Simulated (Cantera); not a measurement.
A freely propagating, adiabatic, planar premixed flame of CH4 : O2 : N2 = 1 : 2.08 : 7.83 (molar parts), equivalence ratio 0.96, unburnt at 575 K and 750 Torr; multicomponent transport, grid criteria slope 0.08 and curve 0.16, no radiation.

Detailed kinetics in Cantera: GRI-Mech 3.0 (53 species, 325 reactions). Burning velocities carry a grid error of a few per cent, more on coarse grids.

x: mole fraction of selected species; z is measured from the peak of heat release.

| z (mm) | T (K) | u (m/s) | x CH4 | x O2 | x CH3 | x CH2CO | x CH2O | x H |
|---|---|---|---|---|---|---|---|---|
| -1.04 | 575 | 1.19 | 0.0916 | 0.190 | … | <1e-8 | 7.36e-8 | <1e-8 |
| -0.691 | 576 | 1.19 | 0.0914 | 0.190 | … | <1e-8 | 1.19e-6 | <1e-8 |
| -0.519 | 582 | 1.21 | 0.0908 | 0.189 | … | 4.67e-8 | 9.12e-6 | <1e-8 |
| -0.346 | 628 | 1.31 | 0.0878 | 0.186 | … | 7.91e-7 | 9.24e-5 | 5.91e-7 |
| -0.173 | 980 | 2.07 | 0.0652 | 0.157 | … | 2.35e-5 | 0.000759 | 0.000120 |
| -0.0864 | 1383 | 2.95 | 0.0363 | 0.117 | 0.00204 | 8.99e-5 | 0.00112 | 0.000829 |
| 0 | 1769 | 3.80 | 0.00868 | 0.0692 | 0.00217 | 0.000108 | 0.000728 | 0.00354 |
| 0.0864 | 1928 | 4.15 | 0.000636 | 0.0412 | … | 1.85e-5 | 0.000117 | 0.00678 |
| 0.173 | 1973 | 4.23 | 2.45e-5 | 0.0315 | … | 9.13e-7 | 5.66e-6 | 0.00813 |
| 0.346 | 2024 | 4.31 | 5.28e-8 | 0.0263 | … | <1e-8 | 1.37e-8 | 0.00804 |
| 0.691 | 2090 | 4.43 | <1e-8 | 0.0233 | <1e-8 | <1e-8 | <1e-8 | 0.00641 |
| 1.38 | 2167 | 4.57 | <1e-8 | 0.0205 | <1e-8 | <1e-8 | <1e-8 | 0.00422 |
| 2.77 | 2242 | 4.71 | <1e-8 | 0.0176 | <1e-8 | <1e-8 | <1e-8 | 0.00245 |

Q: Complete the blanks.

A: 
- -1.04, x CH3: 2.12e-8
- -0.691, x CH3: 2.32e-7
- -0.519, x CH3: 1.30e-6
- -0.346, x CH3: 1.19e-5
- -0.173, x CH3: 0.000384
- 0.0864, x CH3: 0.000263
- 0.173, x CH3: 1.11e-5
- 0.346, x CH3: 2.69e-8
